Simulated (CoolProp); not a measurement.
Saturation properties of m-xylene.

Model: reference Helmholtz-energy equation of state, Zhou 2012, in CoolProp.

```json
[
 {"T (K)": "316.1", "p (bar)": "0.02945", "liquid cp (kJ/(kg K))": "1.770", "liquid viscosity (µPa s)": "478", "vapour viscosity (µPa s)": "6.93", "liquid conductivity (mW/(m K))": "125"},
 {"T (K)": "325.6", "p (bar)": "0.04673", "liquid cp (kJ/(kg K))": "1.802", "liquid viscosity (µPa s)": "436", "vapour viscosity (µPa s)": "7.11", "liquid conductivity (mW/(m K))": "123"},
 {"T (K)": "335.2", "p (bar)": "0.07220", "liquid cp (kJ/(kg K))": "1.835", "liquid viscosity (µPa s)": "398", "vapour viscosity (µPa s)": "7.29", "liquid conductivity (mW/(m K))": "120"},
 {"T (K)": "344.7", "p (bar)": "0.1080", "liquid cp (kJ/(kg K))": "1.868", "liquid viscosity (µPa s)": "366", "vapour viscosity (µPa s)": "7.48", "liquid conductivity (mW/(m K))": "118"},
 {"T (K)": "354.2", "p (bar)": "0.1574", "liquid cp (kJ/(kg K))": "1.901", "liquid viscosity (µPa s)": "338", "vapour viscosity (µPa s)": "7.67", "liquid conductivity (mW/(m K))": "115"},
 {"T (K)": "363.7", "p (bar)": "0.2241", "liquid cp (kJ/(kg K))": "1.935", "liquid viscosity (µPa s)": "313", "vapour viscosity (µPa s)": "7.86", "liquid conductivity (mW/(m K))": "113"},
 {"T (K)": "373.2", "p (bar)": "0.3123", "liquid cp (kJ/(kg K))": "1.970", "liquid viscosity (µPa s)": "291", "vapour viscosity (µPa s)": "8.05", "liquid conductivity (mW/(m K))": "110"},
 {"T (K)": "382.7", "p (bar)": "0.4270", "liquid cp (kJ/(kg K))": "2.005", "liquid viscosity (µPa s)": "271", "vapour viscosity (µPa s)": "8.24", "liquid conductivity (mW/(m K))": "108"},
 {"T (K)": "392.2", "p (bar)": "0.5734", "liquid cp (kJ/(kg K))": "2.041", "liquid viscosity (µPa s)": "252", "vapour viscosity (µPa s)": "8.44", "liquid conductivity (mW/(m K))": "106"},
 {"T (K)": "401.7", "p (bar)": "0.7576", "liquid cp (kJ/(kg K))": "2.076", "liquid viscosity (µPa s)": "236", "vapour viscosity (µPa s)": "8.63", "liquid conductivity (mW/(m K))": "103"},
 {"T (K)": "411.2", "p (bar)": "0.9860", "liquid cp (kJ/(kg K))": "2.113", "liquid viscosity (µPa s)": "221", "vapour viscosity (µPa s)": "8.83", "liquid conductivity (mW/(m K))": "101"},
 {"T (K)": "420.8", "p (bar)": "1.269", "liquid cp (kJ/(kg K))": "2.150", "liquid viscosity (µPa s)": "206", "vapour viscosity (µPa s)": "9.04", "liquid conductivity (mW/(m K))": "98.8"},
 {"T (K)": "430.3", "p (bar)": "1.608", "liquid cp (kJ/(kg K))": "2.188", "liquid viscosity (µPa s)": "193", "vapour viscosity (µPa s)": "9.24", "liquid conductivity (mW/(m K))": "96.7"}
]
```

It boils at 412.2 K under 1 atm.

Viscosity comes from a separate model (Cao 2016). Thermal conductivity comes from a separate model (Mylona 2014).
